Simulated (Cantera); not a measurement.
A freely propagating, adiabatic, planar premixed flame of H2 : O2 : N2 : H2O = 1 : 0.294 : 0.882 : 0.073 (molar parts), equivalence ratio 1.7, unburnt at 475 K and 3750 Torr; mixture-averaged transport, grid criteria slope 0.08 and curve 0.16, no radiation.

Computed with Cantera and the H2/O2 subset of GRI-Mech 3.0, which has no nitrogen chemistry. The hydrogen kinetics of GRI-Mech 3.0 are dated; newer H2 mechanisms differ, most at raised pressure. Burning velocities carry a grid error of a few per cent, more on coarse grids.

x: mole fraction of selected species; z is measured from the peak of heat release.

```tsv
z (mm)	T (K)	u (m/s)	x H2	x O2	x H2O	x OH	x H2O2	x HO2
-0.142	475	7.03	0.445	0.131	0.0325	<1e-8	<1e-8	<1e-8
-0.0947	475	7.03	0.445	0.131	0.0325	<1e-8	<1e-8	<1e-8
-0.0710	475	7.03	0.445	0.131	0.0325	<1e-8	<1e-8	2.15e-8
-0.0474	476	7.04	0.444	0.131	0.0325	<1e-8	3.97e-8	1.18e-6
-0.0237	523	7.61	0.433	0.132	0.0346	3.12e-5	1.65e-5	0.000426
-0.0118	836	11.7	0.393	0.125	0.0621	0.00120	0.000100	0.00109
0	1300	17.7	0.319	0.0946	0.136	0.00249	3.72e-5	0.000449
0.0118	1632	21.9	0.244	0.0486	0.224	0.00528	5.00e-6	0.000194
0.0237	?	24.2	?	?	?	?	?	?
0.0474	1973	26.2	0.185	0.00387	0.310	0.00873	1.30e-6	1.39e-5
0.0947	2106	27.7	0.188	0.00103	0.320	0.00818	6.73e-7	4.07e-6
0.189	2217	28.9	0.194	0.000487	0.326	0.00653	3.72e-7	1.98e-6
0.379	2300	29.8	0.199	0.000208	0.331	0.00461	1.98e-7	8.31e-7
```

**Question.** Some entries are withheld; supply them.

**Answer.** 
- 0.0237, T (K): 1812
- 0.0237, x H2: 0.203
- 0.0237, x O2: 0.0198
- 0.0237, x H2O: 0.279
- 0.0237, x OH: 0.00741
- 0.0237, x H2O2: 2.61e-6
- 0.0237, x HO2: 7.41e-5
